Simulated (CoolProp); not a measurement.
Propylene at several states: fugacity coefficient from the reference equation and from simpler models built on Tc = 91.1 °C, pc = 4.555 MPa, ω = 0.146; each cubic takes its own stable root.

Model: reference Helmholtz-energy equation of state, Lemmon 2013, in CoolProp.

```json
[
 {"T (°C)": "-8.65", "p (MPa)": "0.496", "phase": "liquid", "reference": "0.8202", "Redlich-Kwong": "0.9100", "Soave-Redlich-Kwong": "0.8284", "Peng-Robinson": "0.8205"},
 {"T (°C)": "-81.65", "p (MPa)": "0.0657", "phase": "liquid", "reference": "0.2369", "Redlich-Kwong": "0.3042", "Soave-Redlich-Kwong": "0.2332", "Peng-Robinson": "0.2461"},
 {"T (°C)": "236.45", "p (MPa)": "9.41", "phase": "supercritical", "reference": "0.7993", "Redlich-Kwong": "0.7826", "Soave-Redlich-Kwong": "0.8190", "Peng-Robinson": "0.7823"},
 {"T (°C)": "13.35", "p (MPa)": "4.28", "phase": "liquid", "reference": "0.1932", "Redlich-Kwong": "0.2240", "Soave-Redlich-Kwong": "0.1979", "Peng-Robinson": "0.1918"}
]
```

At some of these states Redlich-Kwong gives the other phase, because its saturation line lies elsewhere.
